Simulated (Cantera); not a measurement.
Input: 1 mol SiH2Cl2, 3.4 mol NO, 7.6 mol N2, held at 0.133 bar.

These are equilibrium values from Cantera (NASA tables, ideal gas, pure condensed phases), not measurements of a reactor. Candidate condensed phases: H2O, NH4Cl, Si, SiO2, Si2N2O, Si3N4; 47 gas species. The tables hold silica as quartz up to 1696 K and as liquid above; real silica turns to tridymite and cristobalite and melts near 1996 K. Equilibrium is a limit: real reactors are often held back by kinetics, nucleation or transport. All values below are at 1600 K.

Base state: N2 0.772, HCl 0.142, O2 0.0517, Cl 0.0172, H2O 0.0119, Cl2 0.00328, NO 0.000951, OH 7.11e-5 (mole fractions); condensed: SiO2(β-quartz).

Problem. What changes in the equilibrium state with this change: NO from 3.4 to 1 mol?

Solution. 
| species | before | after |
|---|---|---|
| N2 | 0.772 | 0.800 |
| HCl | 0.142 | 0.176 |
| H2 | 9.48e-7 | 0.0144 |
| O2 | 0.0517 | <1e-9 |
| H2O | 0.0119 | 6.41e-6 |
| Cl | 0.0172 | 0.000172 |
| SiCl4 | <1e-9 | 0.00397 |
| SiCl2 | <1e-9 | 0.00303 |
| SiCl3 | <1e-9 | 0.00221 |
| NO | 0.000951 | <1e-9 |
| SiO | <1e-9 | 0.000432 |
| OH | 7.11e-5 | <1e-9 |
| SiO2(β-quartz), mol | 1.00 | 0.362 |
| Si2N2O(s), mol | 0 | 0.272 |
Mutual solubility and eutectic melting of coexisting phases are not modelled. The tables' values for SiCl3 are old estimates; treat these amounts as uncertain.
